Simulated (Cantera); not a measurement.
Feed: 1 mol SO2, 0.9 mol H2O, 45 mol N2, equilibrated at 750 Torr.

Method: chemical equilibrium by Gibbs-energy minimisation in Cantera with the NASA 1993 tables (ideal gas, pure condensed phases). Candidate condensed phases: H2O, H2SO4, S; 35 gas species. Rates play no part.

log p: log10 of the partial pressure in bar; nothing condenses.

```csv
T (°C),log p N2,log p SO2,log p H2O,log p SO,log p H,log p NO
1850,-0.02,-1.68,-1.74,-3.30,-4.02,-3.35
1950,-0.02,-1.69,-1.75,-3.08,-3.68,-3.15
2050,-0.02,-1.70,-1.77,?,?,?
2150,-0.02,-1.72,-1.79,?,?,?
2250,-0.02,-1.74,-1.83,-2.52,-2.85,-2.66
2350,-0.02,-1.78,-1.87,-2.38,-2.62,-2.52
2450,-0.02,-1.82,-1.93,-2.26,-2.42,-2.41
2550,-0.02,-1.88,-2.01,-2.16,-2.24,-2.30
```

**Question.** Some entries are withheld; supply them.

**Answer.** 
- 2150, log p SO: -2.69
- 2150, log p H: -3.10
- 2150, log p NO: -2.80
- 2050, log p SO: -2.87
- 2050, log p H: -3.38
- 2050, log p NO: -2.97
